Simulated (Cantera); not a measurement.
A closed system holds: 1 mol H2O, 0.031 mol SO2, 3 mol H2, equilibrated at 2150 K and 13300 Pa.

Cantera equilibrium calculation (NASA polynomials, part measured and part estimated; ideal gas, pure solids and liquids). Kinetics and transport are ignored.

```tsv
species	before	after
H2	0.722	0.736
H2O	0.261	0.252
H	0.00981	0.00991
H2S	0.00253	0.000778
S2	0.000566	5.14e-5
SO2	0.000552	0.000149
SO	0.000971	0.000277
S	0.000517	0.000156
SH	0.00197	0.000599
OH	0.000458	0.000437
```
Gas species are given as mole fractions.

**Question.** Name the change that produced these shifts.
(A) H2 from 3 to 1.8 mol
(B) temperature from 2150 K to 3350 K
(C) SO2 from 0.031 to 0.0083 mol
(D) SO2 from 0.031 to 0.022 mol

**Answer.** C, SO2 from 0.031 to 0.0083 mol
